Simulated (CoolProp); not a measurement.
A single-stage vapour-compression cycle with isobutane: evaporating at 263.15 K (dew point), condensing at 332.15 K (bubble point), superheat 2 K, subcooling 0 K, compressor efficiency 0.6, no pressure losses. Each further row changes one setting.

Model: reference Helmholtz-energy equation of state, Bücker 2006, in CoolProp.

| case | cooling COP | pressure ratio | discharge temperature (K) | refrigerating effect (kJ/kg) | volumetric capacity (kJ/m³) |
|---|---|---|---|---|---|
| as stated | 1.53 | 7.83 | 351.9 | 198 | 591 |
| evaporating temperature 268.15 K | 1.73 | 6.48 | 349.6 | 205 | 730 |
| condensing temperature 327.15 K | 1.73 | 6.96 | 346.8 | 211 | 631 |
| subcooling 5 K | 1.63 | 7.83 | 351.9 | 211 | 631 |
| superheat 12 K | 1.57 | 7.83 | 362.2 | 214 | 612 |
| compressor efficiency 0.5 | 1.27 | 7.83 | 364.1 | 198 | 591 |
